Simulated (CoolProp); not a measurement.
Properties of dimethyl carbonate along the isotherm 326.85 °C.

The numbers come from the reference Helmholtz-energy equation of state, Zhou 2011 in CoolProp.

```json
[
 {"p (MPa)": "0.155", "phase": "gas", "cp (kJ/(kg K))": "1.865", "speed of sound (m/s)": "239.6"},
 {"p (MPa)": "0.319", "phase": "gas", "cp (kJ/(kg K))": "1.871", "speed of sound (m/s)": "237.6"},
 {"p (MPa)": "0.655", "phase": "gas", "cp (kJ/(kg K))": "1.883", "speed of sound (m/s)": "233.5"},
 {"p (MPa)": "1.34", "phase": "gas", "cp (kJ/(kg K))": "1.913", "speed of sound (m/s)": "224.9"},
 {"p (MPa)": "2.76", "phase": "gas", "cp (kJ/(kg K))": "2.008", "speed of sound (m/s)": "205.4"},
 {"p (MPa)": "5.67", "phase": "supercritical", "cp (kJ/(kg K))": "2.682", "speed of sound (m/s)": "160.3"},
 {"p (MPa)": "11.6", "phase": "supercritical", "cp (kJ/(kg K))": "3.114", "speed of sound (m/s)": "254.6"},
 {"p (MPa)": "23.9", "phase": "supercritical", "cp (kJ/(kg K))": "2.510", "speed of sound (m/s)": "455.5"},
 {"p (MPa)": "49.1", "phase": "supercritical", "cp (kJ/(kg K))": "2.316", "speed of sound (m/s)": "668.1"}
]
```

The peak of cp marks the crossing from liquid-like to gas-like fluid above the critical point.
